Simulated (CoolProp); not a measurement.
Saturation properties of hydrogen chloride (Tc = 324.7 K, pc = 8.314 MPa, ω = 0.130).

Model: reference Helmholtz-energy equation of state, Thol 2018, in CoolProp.

| T (K) | p (MPa) | liquid density (kg/m³) | vapour density (kg/m³) | enthalpy of vaporisation (kJ/kg) | liquid cp (kJ/(kg K)) |
|---|---|---|---|---|---|
| 250.2 | 1.350 | 1011 | 28.31 | ? | ? |
| 255.2 | 1.571 | 994.0 | 32.98 | 349.5 | 1.858 |
| 260.2 | 1.818 | 976.5 | 38.29 | 339.8 | 1.896 |
| 265.2 | 2.092 | 958.4 | 44.33 | 329.4 | 1.941 |
| 270.2 | ? | 939.4 | 51.21 | 318.4 | 1.995 |
| 275.2 | 2.731 | 919.5 | 59.06 | ? | 2.061 |
| 280.2 | 3.099 | 898.4 | 68.07 | 293.9 | 2.142 |
| 285.2 | 3.504 | ? | 78.47 | 280.1 | 2.243 |
| 290.2 | 3.947 | ? | ? | 265.1 | ? |
| 295.2 | 4.431 | 825.9 | 104.8 | 248.5 | 2.553 |
| 300.2 | 4.959 | 797.2 | 121.9 | 230.0 | 2.805 |

Q: Complete the blanks.

A: 
- 250.2, enthalpy of vaporisation (kJ/kg): 358.8
- 250.2, liquid cp (kJ/(kg K)): 1.825
- 270.2, p (MPa): 2.395
- 275.2, enthalpy of vaporisation (kJ/kg): 306.6
- 285.2, liquid density (kg/m³): 876.0
- 290.2, liquid density (kg/m³): 852.0
- 290.2, vapour density (kg/m³): 90.58
- 290.2, liquid cp (kJ/(kg K)): 2.375

It boils at 188.2 K under 1 atm.
